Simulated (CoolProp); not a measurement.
n-decane at several states: fugacity coefficient from the reference equation and from simpler models built on Tc = 617.7 K, pc = 21.01 bar, ω = 0.488; each cubic takes its own stable root.

Computed with CoolProp (reference Helmholtz-energy equation of state, Lemmon 2006). It is a short technical equation, of lower accuracy than the large ones.

```tsv
T (K)	p (bar)	phase	reference	van der Waals	Redlich-Kwong	Soave-Redlich-Kwong	Peng-Robinson
399.7	119	liquid	0.004510	0.08075	0.01904	0.005166	0.004782
504.6	3.77	liquid	0.8258	___	___	0.8524	0.8383
472.9	105	liquid	___	0.1461	0.06723	___	___
276	1.76	liquid	___	0.1488	0.004990	0.0001919	___
```

Complete the blanks.


- 504.6, van der Waals: 0.9142
- 504.6, Redlich-Kwong: 0.8929
- 472.9, reference: 0.03036
- 472.9, Soave-Redlich-Kwong: 0.03468
- 472.9, Peng-Robinson: 0.03162
- 276, reference: 0.0001933
- 276, Peng-Robinson: 0.0002351

At some of these states van der Waals, Redlich-Kwong gives the other phase, because its saturation line lies elsewhere.
